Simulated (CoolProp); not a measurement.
A simple Rankine cycle with R245fa: condensing at 293.15 K, boiler at 2.24 MPa, turbine inlet 439 K, turbine efficiency 0.7, pump efficiency 0.6, no recuperator. Each further row changes one setting.

Values from CoolProp's reference Helmholtz-energy equation of state, Akasaka 2015.

```csv
case,thermal efficiency (%),net work (kJ/kg),heat in (kJ/kg),turbine exit temperature (K),volume ratio over the turbine
as stated,13.6,42.6,314,375.1,[?]
condensing temperature 285.15 K,14.6,47.4,325,[?],26.6
boiler pressure 1.57 MPa,12.3,39.9,323,[?],12.9
turbine efficiency 0.6,11.5,36.2,314,381.5,19.9
```

Some entries are withheld; supply them.


- as stated, volume ratio over the turbine: 19.5
- condensing temperature 285.15 K, turbine exit temperature (K): 369.9
- boiler pressure 1.57 MPa, turbine exit temperature (K): 386.8
